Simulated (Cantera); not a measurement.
Cantera run, input and output.

```python
import numpy as np
import cantera as ct

gas = ct.Solution("gri30.yaml")
gas.TPX = 2625, 7300, {'CH4': 0.002, 'H2': 1, 'O2': 0.016}
reactor = ct.IdealGasConstPressureReactor(gas, energy="off", clone=False)
net = ct.ReactorNet([reactor])
net.rtol, net.atol = 1e-08, 1e-18
show = ['CH4', 'H2', 'O2', 'HO2', 'CH3']
times = np.geomspace(0.0001, 1, 13)

steps = ct.SolutionArray(gas, extra=["t"])
rows = []
print(f"{'t/s':>10s}{'T/K':>9s}{'P/Pa':>11s}" + "".join(f"{s:>11s}" for s in show))
for t in times:
    while net.time < t:
        t_next = net.step()
        steps.append(gas.state, t=t_next)
    rows.append([np.interp(t, steps.t, y) for y in (steps.T, steps.P, *steps(*show).X.T)])
    print(f"{t:10.3e}{rows[-1][0]:9.1f}{rows[-1][1]:11.4g}" + "".join(f"{x:11.3e}" for x in rows[-1][2:]))
rate = np.gradient(steps.T, steps.t)
print("integrator steps:", len(steps.t))
if steps.T.max() > steps.T[0] + 200:
    print(f"time of steepest temperature rise: {steps.t[rate.argmax()]:.4e} s")
gas.TPX = 2625, 7300, {'CH4': 0.002, 'H2': 1, 'O2': 0.016}
gas.equilibrate("TP")
print(f"equilibrium (TP): T = {gas.T:.1f} K  " + "  ".join(f"{s} {gas[s].X[0]:.3e}" for s in show))
```

It prints:

```
       t/s      T/K       P/Pa        CH4         H2         O2        HO2        CH3
 1.000e-04   2625.0       7300  1.134e-03  9.369e-01  1.344e-03  7.905e-07  6.645e-04
 2.154e-04   2625.0       7300  9.199e-04  9.313e-01  1.365e-06  8.207e-10  6.221e-04
 4.642e-04   2625.0       7300  6.462e-04  9.285e-01  1.077e-07  1.615e-10  4.766e-04
 1.000e-03   2625.0       7300  3.259e-04  9.242e-01  1.341e-07  1.842e-10  2.708e-04
 2.154e-03   2625.0       7300  1.054e-04  9.183e-01  1.735e-07  2.136e-10  1.013e-04
 4.642e-03   2625.0       7300  1.684e-05  9.088e-01  2.452e-07  2.603e-10  1.957e-05
 1.000e-02   2625.0       7300  6.400e-08  8.916e-01  4.161e-07  3.546e-10  9.737e-08
 2.154e-02   2625.0       7300  1.509e-12  8.645e-01  7.993e-07  5.146e-10  3.202e-12
 4.642e-02   2625.0       7300  6.013e-13  8.374e-01  1.331e-06  6.821e-10  1.657e-12
 1.000e-01   2625.0       7300  4.392e-13  8.272e-01  1.574e-06  7.471e-10  1.320e-12
 2.154e-01   2625.0       7300  4.307e-13  8.266e-01  1.591e-06  7.513e-10  1.301e-12
 4.642e-01   2625.0       7300  4.307e-13  8.266e-01  1.591e-06  7.513e-10  1.301e-12
 1.000e+00   2625.0       7300  4.307e-13  8.266e-01  1.591e-06  7.513e-10  1.301e-12
integrator steps: 1736
equilibrium (TP): T = 2625.0 K  CH4 4.621e-13  H2 8.266e-01  O2 1.591e-06  HO2 7.513e-10  CH3 1.396e-12
```

Detailed kinetics in Cantera: GRI-Mech 3.0 (53 species, 325 reactions).
